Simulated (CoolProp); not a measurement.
Dimethyl ether along the isobar 22200 kPa: fugacity coefficient from the reference equation and from simpler models built on Tc = 400.4 K, pc = 5337 kPa, ω = 0.196; each cubic takes its own stable root.

Values from CoolProp's reference Helmholtz-energy equation of state, Wu 2011.

```tsv
T (K)	phase	reference
263.7	liquid	0.01523
269.6	liquid	0.01863
275.5	liquid	0.02255
281.4	liquid	0.02701
287.3	liquid	0.03206
293.2	liquid	0.03771
299.1	liquid	0.04398
305	liquid	0.05091
310.9	liquid	0.05850
316.8	liquid	0.06676
322.7	liquid	0.07570
328.6	liquid	0.08531
334.5	liquid	0.09560
340.4	liquid	0.1065
```

Q: How far does each simpler model (van der Waals, Soave-Redlich-Kwong, Peng-Robinson) lie from the reference over these 14 states: mean and median of the absolute difference, and the worst?

A: 
- van der Waals: mean 222.3 %, median 195.1 %, worst +444.3 % at 263.7 K and 22200 kPa
- Soave-Redlich-Kwong: mean 7.6 %, median 7.6 %, worst +8.8 % at 340.4 K and 22200 kPa
- Peng-Robinson: mean 1.2 %, median 1.3 %, worst -1.4 % at 281.4 K and 22200 kPa
